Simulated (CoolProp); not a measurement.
Vapour-liquid equilibrium of R125 (1) + propane (2) at 0.863 MPa; x and y are mole fractions of (1).

Computed with CoolProp (multi-fluid Helmholtz-energy mixture model, Lemmon 2005 and Lemmon 2009; pair parameters Bell 2016).

**Question.** Give the bubble temperature and the first vapour's composition at x = 0.15, 0.65, 0.75. Is there an azeotrope?

**Answer.** x = 0.15: 281.5 K, y = 0.347; x = 0.65: 274.8 K, y = 0.634; x = 0.75: 275.2 K, y = 0.691. y crosses x between x = 0.55 and 0.65: the model has an azeotrope there.

Pair parameters are fitted to limited data, so mixtures are less certain than the pure fluids.
